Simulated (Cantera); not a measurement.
A perfectly stirred reactor is fed with H2 : O2 : N2 = 1 : 1.04 : 3.92 (molar parts), at 28000 Pa; it is adiabatic with a 400 K inlet, and is followed from long to short residence time, starting on the burning branch (τ in s: 0.065, 0.025, 0.0098, 0.0038, 0.0015, 0.00057, 0.00022, 8.5e-05, 3.3e-05, 1.3e-05, 4.9e-06).

Model: the H2/O2 subset of GRI-Mech 3.0, which has no nitrogen chemistry, integrated in Cantera.

One state of this run: T (K) = 1610; x H2 = 0.00286; x O2 = 0.0974; x H = 0.00186; x OH = 0.00510; x H2O2 = 3.73e-7. x: mole fraction; the columns are a selection and need not sum to one.

Problem. Which value of τ (s) does it belong to?
A) 4.9e-6
B) 0.00022
C) 8.5e-5
D) 0.0098

Solution. D, 0.0098
